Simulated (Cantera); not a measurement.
Mixture: CO : H₂ : CH₄ : O₂ : N₂ = 1 : 1.2 : 0.27 : 3.73 : 17.1 (molar parts), equivalence ratio 0.44, at 9.20 bar, adiabatic and at constant volume. Ignition delay is the time to a rise of 400 K.

Computed with Cantera and GRI-Mech 3.0 (53 species, 325 reactions). Where the delays flatten at high temperature, the 400 K rule measures the pace of heat release, not the induction time.

Problem. What does this change do: pressure from 9.20 bar to 0.510 bar?

Solution. 
```
quantity           before     after
---------------  --------  --------
delay at 1150 K  0.262 ms  0.282 ms
delay at 1350 K   11.3 µs  0.130 ms
delay at 1550 K   3.69 µs  0.103 ms
delay at 1750 K   2.14 µs  0.117 ms
```

Problem. What does this change do: CO 1 to 2.4 parts?

Solution. 
```json
[
 {"quantity": "delay at 1150 K", "before": "0.262 ms", "after": "0.185 ms"},
 {"quantity": "delay at 1350 K", "before": "11.3 µs", "after": "11.0 µs"},
 {"quantity": "delay at 1550 K", "before": "3.69 µs", "after": "3.71 µs"},
 {"quantity": "delay at 1750 K", "before": "2.14 µs", "after": "2.16 µs"}
]
```

Problem. What does this change do: O2 3.73 to 1.3 parts?

Solution. 
```tsv
quantity	before	after
delay at 1150 K	0.262 ms	0.374 ms
delay at 1350 K	11.3 µs	33.1 µs
delay at 1550 K	3.69 µs	9.54 µs
delay at 1750 K	2.14 µs	4.59 µs
```
